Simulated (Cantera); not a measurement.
## Thermodynamics of silicon oxide and oxynitride deposition, feed HMDSO + N2O

Input: 1 mol HMDSO, 0.78 mol N2O, at 3.20 mbar.

Equilibrium computed with Cantera from the NASA thermochemical tables; the gas is ideal and each condensed phase is pure. Candidate condensed phases: C, C6H6, C7H8, C8H18, H2O, Si, SiC, SiO2, Si2N2O, Si3N4; 151 gas species. The feed counts by its element totals alone. Mutual solubility and eutectic melting of coexisting phases are not modelled. The tables hold silica as quartz up to 1696 K and as liquid above; real silica turns to tridymite and cristobalite and melts near 1996 K. Equilibrium is a limit: real reactors are often held back by kinetics, nucleation or transport.

From 550 K to 750 K the condensed part is C(graphite) + SiO2(α-quartz) + Si2N2O(s). From 850 K to 1150 K the condensed part is C(graphite) + SiO2(β-quartz) + Si2N2O(s). At 1250 K the condensed part is C(graphite) + SiC(s) + SiO2(β-quartz) + Si2N2O(s). At 1350 K the condensed part is C(graphite) + SiC(s) + Si2N2O(s).

```csv
T (K),log p H2,log p CH4,log p CO,log p N2,n C(graphite),n SiO2(α-quartz),n Si2N2O(s),n SiO2(β-quartz),n SiC(s)
550,-2.74,-2.86,-12.68,-4.69,3.28,0.520,0.740,0,0
650,-2.53,-3.64,-10.08,-4.82,5.40,0.520,0.740,0,0
750,-2.50,-4.50,-8.15,-4.84,5.91,0.520,0.740,0,0
850,-2.50,-5.20,-6.68,-4.85,5.98,0,0.740,0.520,0
950,-2.50,-5.77,-5.54,-4.88,5.99,0,0.743,0.515,0
1050,-2.50,-6.24,-4.69,-5.14,5.94,0,0.759,0.482,0
1150,-2.50,-6.63,-4.39,-6.52,5.88,0,0.779,0.442,0
1250,-2.52,-7.00,-3.74,-6.50,5.24,0,0.779,0.228,0.214
1350,-2.55,-7.33,-3.47,-4.67,4.36,0,0.713,0,0.573
```
log p: log10 of the partial pressure in bar; n: condensed amount in mol.
